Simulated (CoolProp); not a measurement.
Vapour-liquid equilibrium of ethane (1) + propane (2) at 0.672 MPa; x and y are mole fractions of (1).

Model: multi-fluid Helmholtz-energy mixture model, Bücker 2006 and Lemmon 2009; pair parameters Kunz 2012, in CoolProp.

| x | bubble temperature (K) | y at the bubble point | dew temperature at overall composition x (K) | liquid density (mol/L) |
|---|---|---|---|---|
| 0.05 | 280.0 | ___ | 283.5 | ___ |
| 0.2 | ___ | 0.495 | 278.6 | 12.59 |
| 0.35 | 256.7 | 0.696 | 273.1 | 13.27 |
| 0.5 | 248.3 | ___ | 266.8 | 13.93 |
| 0.65 | 241.2 | 0.903 | 259.4 | 14.58 |
| 0.8 | ___ | 0.956 | 249.9 | 15.22 |
| 0.95 | ___ | 0.991 | ___ | 15.86 |

Complete the blanks.


- 0.05, y at the bubble point: 0.159
- 0.05, liquid density (mol/L): 11.87
- 0.2, bubble temperature (K): 267.0
- 0.5, y at the bubble point: 0.822
- 0.8, bubble temperature (K): 235.3
- 0.95, bubble temperature (K): 230.3
- 0.95, dew temperature at overall composition x (K): 236.1

No azeotrope shows between x = 0.05 and 0.95.

Pair parameters are fitted to limited data, so mixtures are less certain than the pure fluids.
